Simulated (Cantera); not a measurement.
**HF + H2 (abatement and gas-phase synthesis)**

Charge: 1 mol HF, 0.098 mol H2, at 5.10 bar.

Equilibrium computed with Cantera from the NASA thermochemical tables; the gas is ideal and each condensed phase is pure. Equilibrium is a limit: real reactors are often held back by kinetics, nucleation or transport.

```tsv
T (°C)	x HF	x H2	x H	x F	x H2F2	x H3F3	x F2
827	0.911	0.0893	3.42e-9	<1e-12	0.000121	1.31e-8	<1e-12
1027	0.911	0.0893	1.46e-7	7.77e-12	7.57e-5	5.50e-9	<1e-12
1227	0.911	0.0893	2.33e-6	6.53e-10	5.43e-5	3.06e-9	<1e-12
1427	0.911	0.0892	1.95e-5	1.95e-8	4.26e-5	2.03e-9	<1e-12
1627	0.911	0.0892	0.000105	2.87e-7	3.55e-5	1.52e-9	<1e-12
1827	0.911	0.0890	0.000412	2.55e-6	3.09e-5	1.24e-9	<1e-12
2027	0.910	0.0886	0.00128	1.56e-5	2.77e-5	1.06e-9	1.53e-12
2227	0.909	0.0875	0.00329	7.15e-5	2.54e-5	9.51e-10	1.58e-11
2427	0.907	0.0854	0.00735	0.000264	2.36e-5	8.74e-10	1.18e-10
2627	0.903	0.0817	0.0145	0.000825	2.22e-5	8.17e-10	6.80e-10
2827	0.896	0.0761	0.0260	0.00225	2.09e-5	7.68e-10	3.20e-9
```
x: gas mole fraction; nothing condenses.

From 827 °C to 2827 °C nothing is condensed.
